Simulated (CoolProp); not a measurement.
Properties of toluene at several states.

Values from CoolProp's reference Helmholtz-energy equation of state, Lemmon 2006. It is a short technical equation, of lower accuracy than the large ones.

| T (°C) | p (MPa) | phase | cp (kJ/(kg K)) | Joule-Thomson coefficient (K/MPa) | isothermal compressibility (1/MPa) |
|---|---|---|---|---|---|
| -9.25 | 21.6 | liquid | 1.589 | -0.5212 | 0.0006244 |
| 7.25 | 0.011 | liquid | 1.647 | -0.4869 | 0.0008133 |
| 261.95 | 5.85 | liquid | 2.621 | 0.2675 | 0.009839 |
